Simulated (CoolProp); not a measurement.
Vapour-liquid equilibrium of R143a (1) + R1234yf (2) at 311 K; x and y are mole fractions of (1).

Model: multi-fluid Helmholtz-energy mixture model, Lemmon and Jacobsen 2000 and Lemmon 2022; pair parameters Bell 2016, in CoolProp.

```csv
x,bubble pressure (kPa),y at the bubble point,dew pressure at overall composition x (kPa),liquid density (mol/L)
0.05,1005,0.078,989.7,9.194
0.2,1124,0.282,1073,9.361
0.35,1240,0.451,1169,9.534
0.5,1354,0.598,1276,9.714
0.65,1469,0.730,1398,9.901
0.8,1584,0.851,1534,10.10
0.95,1700,0.964,1686,10.30
```

No azeotrope shows between x = 0.05 and 0.95.

Pair parameters are fitted to limited data, so mixtures are less certain than the pure fluids.
